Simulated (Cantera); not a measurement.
A perfectly stirred reactor is fed with CH4 : CO : O2 : N2 = 1 : 0.09 : 1.46 : 12.6 (molar parts), equivalence ratio 1.4, at 2.30 bar; it is adiabatic with a 800 K inlet, and is followed from long to short residence time, starting on the burning branch (τ in s: 0.04, 0.019, 0.0085, 0.0039, 0.0018, 0.00083, 0.00038, 0.00018, 8.1e-05).

Computed with Cantera and GRI-Mech 3.0 (53 species, 325 reactions).

x: mole fraction; the columns are a selection and need not sum to one.

```csv
τ (s),T (K),x CH4,x CO,x O2,x CH2,x H2O2
0.040,1729,0.00329,0.0326,0.00148,5.03e-7,1.17e-8
0.019,1718,0.00355,0.0334,0.00240,8.18e-7,2.21e-8
0.0085,1696,(withheld),0.0351,(withheld),(withheld),(withheld)
0.0039,1652,0.00507,0.0376,0.00777,1.61e-6,9.55e-8
0.0018,800,0.0660,0.00594,0.0964,<1e-12,<1e-12
0.00083,800,0.0660,0.00594,0.0964,<1e-12,<1e-12
0.00038,800,0.0660,0.00594,0.0964,<1e-12,<1e-12
0.00018,800,0.0660,0.00594,0.0964,<1e-12,<1e-12
8.1e-5,800,0.0660,0.00594,0.0964,<1e-12,<1e-12
```

**Question.** Complete the blanks.

**Answer.** 
- 0.0085, x CH4: 0.00399
- 0.0085, x O2: 0.00413
- 0.0085, x CH2: 1.28e-6
- 0.0085, x H2O2: 4.44e-8
